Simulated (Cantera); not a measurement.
Input: 1 mol B, 4.9 mol H2O, 7.1 mol N2, at 1452 °C and 1330 Pa.

Equilibrium computed with Cantera from the NASA thermochemical tables; the gas is ideal and each condensed phase is pure. Candidate condensed phases: B, BN, B2O3, B3O3H3, H2O; 39 gas species. The numbers say what is thermodynamically allowed, not how fast it happens.

Q: What is the equilibrium state?

A: 
```json
{
  "x(N2)": "0.568",
  "x(H2O)": "0.234",
  "x(H2)": "0.120",
  "x(HBO2)": "0.0767",
  "x(B2O3)": "0.00159",
  "x(H)": "0.000556",
  "x(HBO)": "7.21e-5",
  "x(OH)": "5.98e-5",
  "x(BO2)": "2.39e-5",
  "gas_amount": "12.50 mol",
  "log10 activity of B(s) (absent)": "-7.53",
  "log10 activity of B3O3H3(s) (absent)": "-19.59"
}
```
